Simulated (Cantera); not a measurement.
An adiabatic, constant-volume homogeneous reactor starts with H2 : O2 : N2 = 1 : 0.725 : 2.72 (molar parts), at 1173 K and 26.6 atm. Integrator tolerance rtol = 1e-08.

Model: GRI-Mech 3.0 (53 species, 325 reactions), integrated in Cantera. The hydrogen kinetics of GRI-Mech 3.0 are dated; newer H2 mechanisms differ, most at raised pressure. The pressure lies above the range GRI-Mech 3.0 was tuned for (to about 10 atm).

**Question.** What does this change do: 0.0059 parts NO added?

**Answer.** 
```csv
quantity,before,after
time of steepest temperature rise,0.203 ms,53.2 µs
temperature at 6.00 s,2924 K,2925 K
equilibrium temperature,2924 K,2925 K
x(H2) at 6.00 s,0.00503 (gas-phase equilibrium 0.00503),0.00500 (gas-phase equilibrium 0.00500)
x(O2) at 6.00 s,0.0446 (gas-phase equilibrium 0.0446),0.0451 (gas-phase equilibrium 0.0451)
x(H2O2) at 6.00 s,5.99e-6 (gas-phase equilibrium 5.99e-6),6.03e-6 (gas-phase equilibrium 6.03e-6)
x(HO2) at 6.00 s,4.93e-5 (gas-phase equilibrium 4.93e-5),4.98e-5 (gas-phase equilibrium 4.98e-5)
x(NO) at 6.00 s,0.0186 (gas-phase equilibrium 0.0186),0.0187 (gas-phase equilibrium 0.0187)
x(H2O) at 6.00 s,0.237 (gas-phase equilibrium 0.237),0.237 (gas-phase equilibrium 0.237)
```
The mechanism lacks 2 NO + O2 → 2 NO2 and HONO, so NO2 and the effect of NO are under-described below about 1400 K.
